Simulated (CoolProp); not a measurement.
Methanol at 298.15 K and 0.00626 MPa flows at 0.092 m/s in a round tube of 20 mm bore and 45 µm roughness, fully developed (64/Re and Nu = 3.66 if laminar; Colebrook and Gnielinski if turbulent). Each further row changes one setting.

Computed with CoolProp (reference Helmholtz-energy equation of state, de Reuck 1993).

```tsv
case	Reynolds number	Darcy friction factor	pressure drop (Pa/m)	heat-transfer coefficient (W/(m² K))	mass flow (kg/h)
as stated	?	4.13	?	2.76	0.00846
velocity 0.184 m/s	31.0	2.06	?	2.76	0.0169
diameter 40 mm	31.0	2.06	?	?	?
```

**Question.** Fill in the missing entries.

**Answer.** 
- as stated, Reynolds number: 15.5
- as stated, pressure drop (Pa/m): 0.0710
- velocity 0.184 m/s, pressure drop (Pa/m): 0.142
- diameter 40 mm, pressure drop (Pa/m): 0.0177
- diameter 40 mm, heat-transfer coefficient (W/(m² K)): 1.38
- diameter 40 mm, mass flow (kg/h): 0.0338

Viscosity comes from a separate model (Xiang 2006). Thermal conductivity comes from a separate model (Sykioti 2013).
